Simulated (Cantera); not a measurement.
# Gas activation for diamond growth

An isothermal, constant-pressure homogeneous reactor starts with 1.19 % CH₄, 98.8 % H₂, at 1973 K and 0.330 bar.

Detailed kinetics in Cantera: GRI-Mech 3.0 (53 species, 325 reactions). GRI-Mech 3.0 stops at C3 and has no aromatics, soot or wall deposition, so with more carbon than oxygen in the feed, carbon stays in small species such as C2H2 where larger ones or solid carbon would form.

```
t (s)        x CH₄   x H₂    x C₂H₂     x CH₃     x C₂H       x H
--------  --------  -----  --------  --------  --------  --------
2.00e-6     0.0119  0.988    <1e-12   3.03e-6    <1e-12   6.68e-6
6.51e-6     0.0119  0.988    <1e-12   7.37e-6    <1e-12   2.42e-5
2.12e-5     0.0118  0.988  8.46e-11   2.10e-5    <1e-12   8.18e-5
6.90e-5     0.0118  0.988   1.13e-8   6.48e-5    <1e-12  0.000268
0.000225    0.0116  0.987   1.72e-6  0.000196  2.49e-11  0.000837
0.000731    0.0112  0.986   8.88e-5  0.000434   2.96e-9   0.00193
0.00238    0.00998  0.987  0.000675  0.000456   2.66e-8   0.00228
0.00775    0.00737  0.988   0.00203  0.000339   8.04e-8   0.00230
0.0252     0.00396  0.990   0.00379  0.000184   1.52e-7   0.00233
0.0821     0.00159  0.991   0.00502   7.44e-5   2.02e-7   0.00235
0.267     0.000634  0.991   0.00551   2.97e-5   2.23e-7   0.00235
0.870     0.000442  0.992   0.00561   2.07e-5   2.27e-7   0.00236
2.83      0.000438  0.992   0.00561   2.06e-5   2.27e-7   0.00236
9.22      0.000438  0.992   0.00561   2.06e-5   2.27e-7   0.00236
30.0      0.000438  0.992   0.00561   2.06e-5   2.27e-7   0.00236
```
x: mole fraction; the columns are a selection and need not sum to one.

Equilibrium at this temperature and pressure: CH₄ 0.000438, H₂ 0.992, C₂H₂ 0.00561, CH₃ 2.06e-5, C₂H 2.27e-7, H 0.00236 (gas phase only).
